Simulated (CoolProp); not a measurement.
Properties of dimethyl carbonate along the isotherm 326.85 °C.

Values from CoolProp's reference Helmholtz-energy equation of state, Zhou 2011.

| p (bar) | phase | Z | cp (kJ/(kg K)) | speed of sound (m/s) | isothermal compressibility (1/MPa) |
|---|---|---|---|---|---|
| 0.233 | gas | 0.9987 | 1.861 | 241.1 | 42.97 |
| 0.414 | gas | 0.9977 | 1.861 | 240.9 | 24.21 |
| 0.736 | gas | 0.9959 | 1.862 | (withheld) | 13.64 |
| 1.31 | gas | 0.9928 | 1.864 | 239.8 | 7.689 |
| 2.33 | gas | 0.9871 | 1.868 | 238.6 | 4.348 |
| 4.14 | gas | 0.9770 | 1.874 | 236.5 | 2.473 |
| 7.36 | gas | 0.9587 | (withheld) | 232.5 | 1.418 |
| 13.1 | gas | 0.9252 | 1.911 | 225.3 | 0.8277 |
| 23.3 | gas | 0.8620 | (withheld) | (withheld) | 0.5041 |
| 41.4 | gas | 0.7337 | 2.191 | 184.1 | (withheld) |
| 73.6 | supercritical | (withheld) | 3.868 | 149.5 | (withheld) |

Some entries are withheld; supply them.


- 0.736, speed of sound (m/s): 240.5
- 7.36, cp (kJ/(kg K)): 1.886
- 23.3, cp (kJ/(kg K)): 1.973
- 23.3, speed of sound (m/s): 211.6
- 41.4, isothermal compressibility (1/MPa): 0.3483
- 73.6, Z: 0.4496
- 73.6, isothermal compressibility (1/MPa): 0.3067
